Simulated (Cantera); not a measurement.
An isothermal, constant-pressure homogeneous reactor starts with 3.00 % CH4, 96.7 % H2, 0.309 % CO2, at 1975 K and 13000 Pa.

Detailed kinetics in Cantera: GRI-Mech 3.0 (53 species, 325 reactions). GRI-Mech 3.0 stops at C3 and has no aromatics, soot or wall deposition, so with more carbon than oxygen in the feed, carbon stays in small species such as C2H2 where larger ones or solid carbon would form.

Q: Predict: x(CH4) at 3.00 s; x(H2) at 3.00 s; x(CO2) at 3.00 s; x(CH2) at 3.00 s; x(CO) at 3.00 s.

A: 
* **x(CH4) at 3.00 s**: 0.000270 (gas-phase equilibrium 0.000252)
* **x(H2) at 3.00 s**: 0.977 (gas-phase equilibrium 0.977)
* **x(CO2) at 3.00 s**: 3.75e-8 (gas-phase equilibrium 2.95e-11)
* **x(CH2) at 3.00 s**: 1.02e-7 (gas-phase equilibrium 9.50e-8)
* **x(CO) at 3.00 s**: 0.00595 (gas-phase equilibrium 0.00598)
